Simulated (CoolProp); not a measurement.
A closed Brayton cycle with carbon dioxide: compressor inlet 310.15 K and 7.9 MPa, high pressure 14.6 MPa, turbine inlet 675 K, compressor efficiency 0.8, turbine efficiency 0.93, recuperator effectiveness 0 (on enthalpy, no pinch check). Each further row changes one setting.

Computed with CoolProp (reference Helmholtz-energy equation of state, Span 1996).

```
case                           thermal efficiency (%)  net work (kJ/kg)  compressor to turbine work  compressor exit (K)  turbine exit (K)
-----------------------------  ----------------------  ----------------  --------------------------  -------------------  ----------------
as stated                                        10.2              45.7                        0.33                351.5             607.2
turbine inlet 625 K                              10.2              39.6                        0.36                351.5             559.9
compressor inlet 320.15 K                         9.6              38.5                        0.44                370.8             607.2
high pressure 12.4 MPa                            7.7              35.0                        0.31                340.3             625.0
recuperator effectiveness 0.5                    15.4              45.7                        0.33                351.5             607.2
```
